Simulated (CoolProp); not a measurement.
Nitrogen along the isobar 1.56 MPa: Z from the reference equation and from simpler models built on Tc = 126.2 K, pc = 3.396 MPa, ω = 0.037; each cubic takes its own stable root.

Model: reference Helmholtz-energy equation of state, Span 2000, in CoolProp.

```csv
T (K),phase,reference
75,liquid,0.08544
101.6,liquid,0.07561
128.2,gas,0.8359
154.8,gas,0.9158
181.4,gas,0.9522
208,gas,0.9720
234.6,gas,0.9837
261.2,gas,0.9912
287.8,gas,0.9960
314.4,gas,0.9993
```

Question: How far does each simpler model (Redlich-Kwong, Soave-Redlich-Kwong) lie from the reference over these 10 states: mean and median of the absolute difference, and the worst?

Answer: 
- Redlich-Kwong: mean 0.7 %, median 0.3 %, worst +3.3 % at 101.6 K and 1.56 MPa
- Soave-Redlich-Kwong: mean 0.5 %, median 0.2 %, worst +3.3 % at 101.6 K and 1.56 MPa
